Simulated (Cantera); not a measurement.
# Adiabatic ignition

An adiabatic, constant-volume homogeneous reactor starts with CH₄ : O₂ : N₂ = 2.4 : 2.25 : 27 (molar parts), at 1600 K and 0.670 bar.

Model: GRI-Mech 3.0 (53 species, 325 reactions), integrated in Cantera.

```
t (s)     T (K)  P (bar)     x CH₄     x O₂     x HCN     x CO₂     x NO₂     x C₂H    x C₂H₆
--------  -----  -------  --------  -------  --------  --------  --------  --------  --------
5.00e-6    1600    0.670    0.0758   0.0711    <1e-12  2.22e-12    <1e-12    <1e-12  1.69e-11
1.38e-5    1600    0.670    0.0758   0.0711    <1e-12  2.87e-11    <1e-12    <1e-12  4.38e-10
3.82e-5    1600    0.670    0.0758   0.0711    <1e-12  4.10e-10    <1e-12    <1e-12   1.07e-8
0.000106   1600    0.670    0.0758   0.0711    <1e-12   8.03e-9    <1e-12    <1e-12   2.78e-7
0.000292   1600    0.670    0.0756   0.0710    <1e-12   2.07e-7    <1e-12    <1e-12   7.75e-6
0.000809   1603    0.671    0.0743   0.0704  2.90e-12   6.40e-6    <1e-12  2.42e-12  0.000165
0.00224    2239     1.00  0.000578  1.00e-6  0.000152   0.00788  1.04e-10   3.15e-6   6.00e-8
0.00618    2234     1.01   3.50e-5  5.19e-7  0.000125   0.00736  3.60e-10   6.04e-8  1.80e-10
0.0171     2231     1.01  1.56e-10  7.27e-7   4.74e-6   0.00733  4.04e-10    <1e-12    <1e-12
0.0473     2231     1.01  9.92e-12  7.62e-7   1.78e-7   0.00734  1.96e-10    <1e-12    <1e-12
0.131      2232     1.01  8.43e-12  7.66e-7   8.15e-8   0.00735  8.94e-11    <1e-12    <1e-12
0.362      2232     1.01  8.21e-12  7.68e-7   5.69e-8   0.00735  6.22e-11    <1e-12    <1e-12
1.00       2232     1.01  8.20e-12  7.68e-7   5.57e-8   0.00735  6.09e-11    <1e-12    <1e-12
```
x: mole fraction; the columns are a selection and need not sum to one.

* **time of steepest temperature rise**: 1.98 ms
* **temperature at 1.00 s**: 2232 K
* **equilibrium temperature**: 2232 K
* **x(CH₄) at 1.00 s**: 8.20e-12 (gas-phase equilibrium 9.23e-12)
* **x(O₂) at 1.00 s**: 7.68e-7 (gas-phase equilibrium 7.68e-7)
* **x(HCN) at 1.00 s**: 5.57e-8 (gas-phase equilibrium 5.57e-8)
